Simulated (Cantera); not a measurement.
A perfectly stirred reactor is fed with 47.6 % NO, 52.4 % N2, at 18000 Pa; it is held at 2025 K, and followed from long to short residence time.

Model: GRI-Mech 3.0 (53 species, 325 reactions), integrated in Cantera.

x: mole fraction; the columns are a selection and need not sum to one.

```json
[
 {"τ (s)": "0.38", "x NO": "0.409", "x O": "0.000401", "x NO2": "0.000120", "x O2": "0.0334", "x N2": "0.557"},
 {"τ (s)": "0.17", "x NO": "0.446", "x O": "[?]", "x NO2": "[?]", "x O2": "[?]", "x N2": "0.539"},
 {"τ (s)": "0.078", "x NO": "0.463", "x O": "0.000249", "x NO2": "7.76e-5", "x O2": "0.00654", "x N2": "0.530"},
 {"τ (s)": "0.036", "x NO": "0.470", "x O": "0.000216", "x NO2": "6.64e-5", "x O2": "0.00285", "x N2": "0.527"},
 {"τ (s)": "0.016", "x NO": "0.473", "x O": "0.000191", "x NO2": "5.82e-5", "x O2": "0.00114", "x N2": "0.525"},
 {"τ (s)": "0.0074", "x NO": "0.475", "x O": "0.000164", "x NO2": "5.00e-5", "x O2": "0.000437", "x N2": "0.524"},
 {"τ (s)": "0.0034", "x NO": "0.476", "x O": "0.000127", "x NO2": "3.84e-5", "x O2": "0.000136", "x N2": "0.524"},
 {"τ (s)": "0.0015", "x NO": "0.476", "x O": "[?]", "x NO2": "[?]", "x O2": "[?]", "x N2": "0.524"},
 {"τ (s)": "0.00070", "x NO": "0.476", "x O": "3.81e-5", "x NO2": "9.76e-6", "x O2": "5.10e-6", "x N2": "0.524"},
 {"τ (s)": "0.00032", "x NO": "0.476", "x O": "1.72e-5", "x NO2": "3.33e-6", "x O2": "8.94e-7", "x N2": "0.524"}
]
```

Problem. Fill in the missing entries.

Solution. 
- 0.17, x O: 0.000306
- 0.17, x NO2: 9.55e-5
- 0.17, x O2: 0.0148
- 0.0015, x O: 7.64e-5
- 0.0015, x NO2: 2.23e-5
- 0.0015, x O2: 2.83e-5
